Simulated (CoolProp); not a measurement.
Computed with CoolProp (reference Helmholtz-energy equation of state, Bücker 2006).

Problem. For isobutane, give the phase and the isothermal compressibility (1/MPa), fugacity coefficient at 331.7 K and 162 bar; 437.6 K and 162 bar; 472.9 K and 162 bar.

Solution. 
- 331.7 K and 162 bar: liquid; isothermal compressibility 0.00342, fugacity coefficient 0.0813
- 437.6 K and 162 bar: supercritical; isothermal compressibility 0.0131, fugacity coefficient 0.334
- 472.9 K and 162 bar: supercritical; isothermal compressibility 0.0211, fugacity coefficient 0.435
